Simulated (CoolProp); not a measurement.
Properties of m-xylene along the isotherm 346.85 °C.

The numbers come from the reference Helmholtz-energy equation of state, Zhou 2012 in CoolProp.

| p (MPa) | phase | density (kg/m³) | cp (kJ/(kg K)) | speed of sound (m/s) | expansivity (1/kK) | fugacity coefficient |
|---|---|---|---|---|---|---|
| 0.177 | gas | 3.713 | 2.236 | 220.6 | 1.712 | 0.9821 |
| 0.353 | gas | (withheld) | 2.248 | 216.7 | 1.820 | 0.9644 |
| 0.53 | gas | 11.56 | 2.261 | 212.7 | 1.942 | 0.9468 |
| 0.707 | gas | 15.74 | 2.275 | 208.6 | 2.077 | 0.9292 |
| 0.884 | gas | 20.12 | 2.292 | 204.3 | 2.230 | 0.9118 |
| 1.06 | gas | 24.68 | 2.310 | 199.9 | 2.403 | 0.8946 |
| 1.24 | gas | 29.60 | 2.331 | 195.2 | 2.604 | 0.8771 |
| 1.41 | gas | 34.50 | (withheld) | 190.6 | 2.823 | 0.8606 |
| 1.59 | gas | 40.00 | 2.382 | 185.5 | 3.093 | 0.8433 |
| 1.77 | gas | 45.87 | (withheld) | 180.2 | 3.411 | 0.8260 |

Q: Fill in the missing entries.

A: 
- 0.353, density (kg/m³): 7.546
- 1.41, cp (kJ/(kg K)): 2.354
- 1.77, cp (kJ/(kg K)): 2.415
